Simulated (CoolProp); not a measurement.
Vapour-liquid equilibrium of ethanol (1) + n-octane (2) at 185.75 °C; x and y are mole fractions of (1).

Computed with CoolProp (multi-fluid Helmholtz-energy mixture model, Schroeder 2014 and Beckmüller 2019; pair parameters Bell 2016).

```
x      bubble pressure (bar)  y at the bubble point  dew pressure at overall composition x (bar)  liquid density (mol/L)
-----  ---------------------  ---------------------  -------------------------------------------  ----------------------
0.05                   6.741                  0.360                                        4.424                   4.925
0.125                  9.672                  0.548                                        4.839                   5.131
0.2                    11.78                  0.630                                        5.329                   5.360
0.275                  13.36                  0.677                                        5.916                   5.617
0.35                   14.60                  0.711                                        6.636                   5.912
0.425                  15.66                  0.739                                        7.543                   6.254
0.5                    16.61                  0.764                                        8.718                   6.657
0.575                  17.53                  0.790                                        10.29                   7.138
0.65                   18.42                  0.818                                        12.42                   7.718
0.725                  19.30                  0.849                                        15.14                   8.424
0.8                    20.18                  0.883                                        17.85                   9.287
0.875                  21.03                  0.923                                        19.98                   10.35
0.95                   21.85                  0.967                                        21.55                   11.67
```

No azeotrope shows between x = 0.05 and 0.95.

The pair parameters rest on a limited set of measurements; away from them the model extrapolates. With so large a gap from Raoult's law the liquid may split in two, which this calculation doesn't test in full.
